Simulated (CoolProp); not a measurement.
Vapour-liquid equilibrium of n-hexane (1) + p-xylene (2) at 412.7 K; x and y are mole fractions of (1).

Model: multi-fluid Helmholtz-energy mixture model, Thol 2019 and Zhou 2012; pair parameters Bell 2016, in CoolProp.

```csv
x,"bubble pressure, mixture model (kPa)","bubble pressure, Raoult's law (kPa)","y, mixture model","y, Raoult's law"
0.05,134.7,130.0,0.251,0.235
0.2,218.9,206.0,0.593,0.593
0.35,295.7,281.9,0.741,0.759
0.5,367.9,357.8,0.829,0.854
0.65,438.1,433.8,0.891,0.916
0.8,509.3,509.7,0.941,0.959
0.95,584.4,585.6,0.985,0.991
```

The largest gap from Raoult's law is +6.3 % in bubble pressure, at x = 0.2. No azeotrope shows between x = 0.05 and 0.95.

The pair parameters rest on a limited set of measurements; away from them the model extrapolates.
